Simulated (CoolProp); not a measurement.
R21 along the isotherm 145.05 °C: density (kg/m³) from the reference equation and from simpler models built on Tc = 179.6 °C, pc = 5.289 MPa, ω = 0.206; each cubic takes its own stable root.

Computed with CoolProp (reference Helmholtz-energy equation of state, Platzer 1990). This equation is an older, rougher fit; its heat capacities, sound speeds and derivatives of the liquid may be far off and weren't checked against measurements.

```
p (MPa)   phase  reference
-------  ------  ---------
1.02        gas      33.29
2.03        gas      75.63
4.07     liquid      995.3
5.09     liquid       1013
6.1      liquid       1027
7.12     liquid       1040
8.14     liquid       1051
9.15     liquid       1062
10.2     liquid       1071
11.2     liquid       1080
12.2     liquid       1088
13.2     liquid       1096
```

**Question.** How far does each simpler model (van der Waals, Soave-Redlich-Kwong) lie from the reference over these 12 states: mean and median of the absolute difference, and the worst?

**Answer.** 
- van der Waals: mean 28.2 %, median 31.9 %, worst -37.9 % at 145.05 °C and 4.07 MPa
- Soave-Redlich-Kwong: mean 8.5 %, median 9.3 %, worst -13.0 % at 145.05 °C and 4.07 MPa
